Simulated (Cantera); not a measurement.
Cantera run:

```python
import numpy as np
import cantera as ct

gas_names = """
    CL CL2 H HCL H2 N NH NH2 NH3 N2 N2H2 N2H4 Na NaCL NaH Na2 Na2CL2
""".split()
cond_names = """
    NH4CL(a) NH4CL(b) Na(cr) Na(L) NaCL(s) NaCL(L)
""".split()


# ... load() reads the species with a 1 bar reference pressure and builds the phases ...
atoms = {
    'NaCl': {'Na': 1, 'CL': 1},
    'H2': {'H': 2},
    'N2': {'N': 2},
}
top_T = {}  # K; cautious upper limits of use, not melting points


# ... equilibrate(T, P, feed) seeds the gas with the atoms and calls Mixture.equilibrate('TP', solver="vcs", rtol=1e-11, max_steps=5000) ...
results = []
feed = {'NaCl': 1, 'H2': 0.61, 'N2': 20}  # mol
P = 2.9  # Pa
for T in [625, 675, 725, 775, 825, 875, 925, 975, 1025, 1075, 1125]:
    mix = equilibrate(T, P, feed)
    results.append((T, P, feed, dict(zip(mix.species_names, mix.species_moles))))

top = {s: max(r[3][s] / sum(r[3][g] for g in gas_names) for r in results) for s in gas_names}
cols = sorted((s for s in top if top[s] > 1e-05), key=lambda s: -top[s])[:7]
seen = [c for c in cond_names if any(r[3].get(c, 0) > 1e-12 for r in results)]
print("log10 of partial pressures in bar; condensed amounts in mol")
print(f"{'T/K':>10s}" + "".join(f"{s[:9]:>10s}" for s in cols + seen))
for T, P, feed, n in results:
    ng = sum(n[g] for g in gas_names)
    print(f"{T:10.4g}" + "".join(f"{np.log10(max(n[s] / ng * P / 1e5, 1e-99)):10.3f}" for s in cols)
          + "".join(f"{n.get(c, 0):10.4g}" for c in seen))
```

It prints:

```
log10 of partial pressures in bar; condensed amounts in mol
       T/K        N2      NaCL        H2    Na2CL2        Na       HCL   NaCL(s)
       625    -4.551   -11.141    -6.066   -12.218   -14.112   -14.112         1
       675    -4.551    -9.755    -6.066   -10.688   -12.813   -12.813    0.9998
       725    -4.551    -8.565    -6.066    -9.378   -11.695   -11.695    0.9975
       775    -4.551    -7.534    -6.067    -8.245   -10.725   -10.725    0.9711
       825    -4.555    -6.632    -6.071    -7.256    -9.875    -9.875    0.7526
       875    -4.568    -6.009    -6.084    -6.732    -9.213    -9.213         0
       925    -4.570    -5.916    -6.086    -7.187    -8.851    -8.851         0
       975    -4.571    -5.886    -6.087    -7.701    -8.554    -8.554         0
      1025    -4.571    -5.878    -6.088    -8.203    -8.294    -8.294         0
      1075    -4.571    -5.877    -6.089    -8.669    -8.062    -8.062         0
      1125    -4.571    -5.877    -6.091    -9.098    -7.852    -7.852         0
```

Equilibrium computed with Cantera from the NASA thermochemical tables; the gas is ideal and each condensed phase is pure.
